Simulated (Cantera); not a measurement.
An isothermal, constant-pressure homogeneous reactor starts with NH₃ : N₂ = 1 : 0.32 (molar parts), at 2200 K and 0.0263 atm. Integrator tolerance rtol = 1e-08.

Model: the gas-phase N/H chemistry of the illustrative SiF4/NH3 mechanism in the Surface Chemkin manual (1991), integrated in Cantera. Walls and surfaces, which speed up NH3 decomposition in real reactors, are not modelled.

Problem. What does this change do: temperature 2200 to 1400 K?

Solution. 
| quantity | before | after |
|---|---|---|
| x(NH₃) at 20.0 s | 1.17e-7 (gas-phase equilibrium 1.15e-7) | 0.750 (gas-phase equilibrium 6.93e-7) |
| x(NH₂) at 20.0 s | 1.59e-8 (gas-phase equilibrium 1.57e-8) | 2.80e-5 (gas-phase equilibrium 5.22e-11) |
| x(N) at 20.0 s | 4.54e-8 (gas-phase equilibrium 4.49e-8) | 2.15e-10 (gas-phase equilibrium <1e-12) |
| x(NH) at 20.0 s | 1.74e-8 (gas-phase equilibrium 1.72e-8) | 4.36e-8 (gas-phase equilibrium <1e-12) |
| x(N₂) at 20.0 s | 0.349 (gas-phase equilibrium 0.349) | 0.244 (gas-phase equilibrium 0.353) |
| x(H) at 20.0 s | 0.0274 (gas-phase equilibrium 0.0274) | 1.21e-7 (gas-phase equilibrium 2.41e-5) |
| x(N₂H₄) at 20.0 s | <1e-12 (gas-phase equilibrium <1e-12) | 1.14e-8 (gas-phase equilibrium <1e-12) |
